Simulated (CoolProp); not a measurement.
Isopentane along the isotherm 159.85 °C: density (kg/m³) from the reference equation and from simpler models built on Tc = 187.2 °C, pc = 3.378 MPa, ω = 0.227; each cubic takes its own stable root.

Computed with CoolProp (reference Helmholtz-energy equation of state, Lemmon 2006). It is a short technical equation, of lower accuracy than the large ones.

```tsv
p (MPa)	phase	reference	van der Waals	Redlich-Kwong	Soave-Redlich-Kwong	Peng-Robinson
0.603	gas	13.13	12.92	13.09	13.11	13.22
1.21	gas	29.34	28.20	29.02	29.19	29.68
1.81	gas	51.18	47.10	49.69	50.37	51.83
2.41	liquid	424.3	74.90	335.0	353.4	398.5
3.02	liquid	433.3	269.3	354.0	368.2	414.4
3.62	liquid	440.5	283.0	367.6	379.6	426.8
4.22	liquid	446.7	292.7	378.6	389.1	437.2
4.83	liquid	452.2	300.6	388.0	397.5	446.3
5.43	liquid	457.1	307.0	396.1	404.8	454.3
6.03	liquid	461.5	312.6	403.3	411.4	461.6
6.64	liquid	465.7	317.6	409.9	417.5	468.3
7.24	liquid	469.4	322.1	415.9	423.1	474.3
7.84	liquid	472.9	326.1	421.4	428.2	479.9
8.45	liquid	476.3	329.8	426.6	433.1	485.3
```

At some of these states van der Waals gives the other phase, because its saturation line lies elsewhere.
